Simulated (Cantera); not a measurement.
Feed: 1 mol MgO, 0.13 mol HI, 0.012 mol O₂, at 752 °C and 0.630 bar.

Cantera equilibrium calculation (NASA polynomials, part measured and part estimated; ideal gas, pure solids and liquids). Candidate condensed phases: H₂O, I₂, Mg, MgI₂, MgO, Mg(OH)₂; 20 gas species. Equilibrium is a limit: real reactors are often held back by kinetics, nucleation or transport.

Problem. What is the equilibrium state?

Solution. 
```
Property                                 Value
----------------------------------  ----------
x(HI)                                    0.523
x(I₂)                                    0.208
x(H₂O)                                   0.181
x(H₂)                                   0.0473
x(I)                                    0.0400
x(MgI₂)                                9.27e-5
n(MgO(s))                            1.000 mol
gas amount                          0.1327 mol
log10 activity of MgI₂(l) (absent)       -2.78
log10 activity of I₂(l) (absent)         -2.98
log10 activity of Mg(l) (absent)        -15.82
```
